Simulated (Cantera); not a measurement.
## Gas-phase reforming

A perfectly stirred reactor is fed with 26.3 % CH4, 73.7 % H2O, at 1.00 atm; it is held at 1500 K, and followed from long to short residence time.

Model: GRI-Mech 3.0 (53 species, 325 reactions), integrated in Cantera.

```csv
τ (s),x CH4,x H2O,x CH3,x CH2O,x CH2CO,x C2H2
29,0.0435,0.398,2.30e-5,2.22e-7,5.53e-6,0.0158
13,0.0543,0.444,2.97e-5,3.54e-7,1.00e-5,0.0248
5.4,0.0686,0.502,3.91e-5,6.21e-7,1.72e-5,0.0353
2.4,0.0866,0.557,5.13e-5,1.06e-6,2.48e-5,0.0425
1.0,0.114,0.612,7.03e-5,1.87e-6,3.09e-5,0.0438
0.45,0.146,0.652,9.34e-5,2.99e-6,3.17e-5,0.0381
0.19,0.183,0.685,0.000123,4.63e-6,2.67e-5,0.0272
0.084,0.213,0.707,0.000152,6.40e-6,1.83e-5,0.0163
0.037,0.235,0.722,0.000176,7.86e-6,9.33e-6,0.00772
0.016,0.250,0.731,0.000189,8.07e-6,2.91e-6,0.00259
0.0069,0.257,0.735,0.000183,6.34e-6,4.48e-7,0.000555
```
x: mole fraction; the columns are a selection and need not sum to one.
